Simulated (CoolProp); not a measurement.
Aqueous potassium formate as a coolant, 32 % by mass, freezing at -23.5 °C, 1 atm.

The numbers come from the Melinder's fits for secondary coolants in CoolProp.

```tsv
T (°C)	cp (kJ/(kg K))	density (kg/m³)	conductivity (W/(m K))	Prandtl number
-22.4	3.009	1218	0.485	[?]
-15.8	3.022	1216	0.493	[?]
-9.2	3.034	[?]	0.501	22.2
-2.6	[?]	1212	0.509	17.8
4	3.058	[?]	0.517	14.6
10.6	3.069	1207	0.525	12.3
17.2	3.081	1205	0.533	10.5
23.8	3.092	1202	0.541	9.11
30.4	3.104	1200	0.549	8.00
37	3.116	1197	0.557	7.08
```

**Question.** Some entries are withheld; supply them.

**Answer.** 
- -22.4, Prandtl number: 37.4
- -15.8, Prandtl number: 28.4
- -9.2, density (kg/m³): 1214
- -2.6, cp (kJ/(kg K)): 3.046
- 4, density (kg/m³): 1210
